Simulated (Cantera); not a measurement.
A perfectly stirred reactor is fed with H₂ : O₂ : N₂ = 1 : 0.417 : 1.57 (molar parts), at 11.0 bar; it is adiabatic with a 725 K inlet, and is followed from long to short residence time, starting on the burning branch (τ in s: 0.29, 0.12, 0.05, 0.02, 0.0084, 0.0035, 0.0014, 0.00059, 0.00024, 0.0001).

Model: the H2/O2 subset of GRI-Mech 3.0, which has no nitrogen chemistry, integrated in Cantera. The hydrogen kinetics of GRI-Mech 3.0 are dated; newer H2 mechanisms differ, most at raised pressure.

### Question
What does this change do: inlet temperature 725 to 350 K?

### Answer
| quantity | before | after |
|---|---|---|
| blow-out, bracketed by the residence times tried | burning at 0.100 ms, the shortest tried | burning at 0.100 ms, the shortest tried |
| x(H₂) at τ = 0.290 s | 0.0658 | 0.0646 |
| x(O₂) at τ = 0.290 s | 0.000421 | 4.37e-5 |
| x(H₂O₂) at τ = 0.290 s | 2.22e-7 | 4.27e-8 |
| x(H₂O) at τ = 0.290 s | 0.317 | 0.323 |
| x(O) at τ = 0.290 s | 0.000216 | 2.05e-5 |
| x(H₂) at τ = 3.50 ms | 0.0659 | 0.0648 |
| x(O₂) at τ = 3.50 ms | 0.000491 | 0.000171 |
| x(H₂O₂) at τ = 3.50 ms | 2.43e-7 | 8.70e-8 |
| x(H₂O) at τ = 3.50 ms | 0.316 | 0.322 |
| x(O) at τ = 3.50 ms | 0.000234 | 3.73e-5 |
